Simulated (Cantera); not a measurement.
Moist CO burnout

An isothermal, constant-pressure homogeneous reactor starts with 0.155 % CO, 2.62 % O₂, 0.175 % H₂O, 97.0 % N₂, at 1075 K and 7350 Torr.

Computed with Cantera and GRI-Mech 3.0 (53 species, 325 reactions).

```csv
t (s),x CO,x O₂,x H₂O,x NO,x H₂O₂,x NO₂,x O
0.000100,0.00155,0.0262,0.00175,<1e-12,<1e-12,<1e-12,1.96e-10
0.000316,0.00155,0.0262,0.00175,<1e-12,<1e-12,<1e-12,5.31e-10
0.00100,0.00155,0.0262,0.00175,<1e-12,<1e-12,<1e-12,1.11e-9
0.00316,0.00155,0.0262,0.00175,<1e-12,4.19e-12,<1e-12,1.69e-9
0.0100,0.00155,0.0262,0.00175,<1e-12,1.24e-10,<1e-12,3.48e-9
0.0316,0.00155,0.0262,0.00175,<1e-12,1.10e-8,<1e-12,2.01e-8
0.100,0.00147,0.0262,0.00175,<1e-12,4.14e-8,4.54e-12,3.48e-8
0.316,0.00124,0.0261,0.00175,8.68e-12,3.53e-8,7.05e-11,3.08e-8
1.00,0.000758,0.0258,0.00175,5.08e-11,2.14e-8,5.59e-10,2.13e-8
3.16,0.000228,0.0256,0.00175,1.46e-10,5.59e-9,2.23e-9,8.16e-9
10.0,2.20e-5,0.0255,0.00175,2.45e-10,2.98e-10,3.75e-9,1.23e-9
```
x: mole fraction; the columns are a selection and need not sum to one.

Equilibrium at this temperature and pressure: CO 2.04e-12, O₂ 0.0254, H₂O 0.00175, NO 2.62e-5, H₂O₂ 6.01e-12, NO₂ 9.41e-7, O 6.73e-11 (gas phase only).
